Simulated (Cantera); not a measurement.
# Thermodynamics of silicon etching in halogen gases, feed Si + F2 + H2

A closed system holds: 1 mol Si, 2.3 mol F2, a varied amount of H2, at 675 K and 5.80 mbar.

These are equilibrium values from Cantera (NASA tables, ideal gas, pure condensed phases), not measurements of a reactor. Candidate condensed phases: Si; 25 gas species. Equilibrium is a limit: real reactors are often held back by kinetics, nucleation or transport.

From 1 mol H2 to 63 mol H2 nothing is condensed. The main Si-bearing gas is SiF4 throughout.

```csv
n(H2) (mol),x H2,x SiF4,x HF,x H2F2,x SiHF3
1,0.304,0.435,0.261,8.60e-8,3.85e-10
1.5,0.429,0.357,0.214,5.81e-8,5.42e-10
2.1,0.529,0.294,0.176,3.94e-8,6.70e-10
3.1,0.636,0.227,0.136,2.35e-8,8.05e-10
4.5,0.724,0.172,0.103,1.35e-8,9.16e-10
6.6,0.797,0.127,0.0759,7.29e-9,1.01e-9
9.6,0.853,0.0917,0.0550,3.83e-9,1.08e-9
14,0.895,0.0654,0.0392,1.94e-9,1.13e-9
20,0.925,0.0469,0.0282,1.00e-9,1.17e-9
30,0.949,0.0319,0.0192,4.65e-10,1.20e-9
43,0.964,0.0226,0.0135,2.32e-10,1.22e-9
63,0.975,0.0156,0.00933,1.10e-10,1.23e-9
```
x: gas mole fraction; nothing condenses.
